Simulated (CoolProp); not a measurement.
Vapour-liquid equilibrium of R134a (1) + R152A (2) at -15.25 °C; x and y are mole fractions of (1).

Model: multi-fluid Helmholtz-energy mixture model, Tillner-Roth 1994 and Outcalt 1996; pair parameters Lemmon 2004, in CoolProp.

```tsv
x	bubble pressure, mixture model (bar)	bubble pressure, Raoult's law (bar)	y, mixture model	y, Raoult's law
0.05	1.469	1.479	…	0.055
0.15	…	1.494	0.149	0.163
0.25	1.467	1.509	0.255	0.269
0.35	…	1.524	…	0.373
0.45	1.485	1.540	0.470	0.474
0.55	1.501	1.555	0.576	0.574
0.65	1.521	1.570	0.680	0.672
0.75	1.545	1.585	0.779	0.768
0.85	…	1.600	0.872	0.862
0.95	1.606	1.615	…	0.954
```

Problem. What belongs in the gaps?

Solution. 
- 0.05, y, mixture model: 0.048
- 0.15, bubble pressure, mixture model (bar): 1.466
- 0.35, bubble pressure, mixture model (bar): 1.474
- 0.35, y, mixture model: 0.362
- 0.85, bubble pressure, mixture model (bar): 1.574
- 0.95, y, mixture model: 0.959

The largest gap from Raoult's law is -3.6 % in bubble pressure, at x = 0.45. y crosses x between x = 0.15 and 0.25: the model has an azeotrope there.

Pair parameters are fitted to limited data, so mixtures are less certain than the pure fluids.
